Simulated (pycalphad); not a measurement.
Source of the numbers: pycalphad with the COST 507 light-alloy database (1999); pressure 1 atm. The data set is of 1999 and partly superseded. Amounts are mole fractions of atoms. Kinetics are ignored, which matters at the lower temperatures.

### Question
Give the equilibrium state of Ti-3.047C (wt.%) at 1827 °C.

### Answer
liquid, fraction 0.769, with 1.3 C wt.%; fcc, fraction 0.231, with 10.3 C wt.%.

### Question
Give the equilibrium state of Ti-3.047C (wt.%) at 427 °C.

### Answer
```
T = 700.00 K, P = 101325 Pa, N = 1 mol of atoms
G = -49343 J/mol, H = -14660 J/mol, S = 49.55 J/(mol K)  (SER reference)
chemical potentials (J/mol): Ti -26765, C -229628
phase             fraction      x(Ti)       x(C)
HCP_A3              0.6958     0.9988     0.0012
FCC_A1              0.3042     0.6370     0.3630
```

FCC_A1 is fcc; HCP_A3 is hcp. The fcc model also describes the rock-salt carbide or nitride (TiC, TiN, HfC).
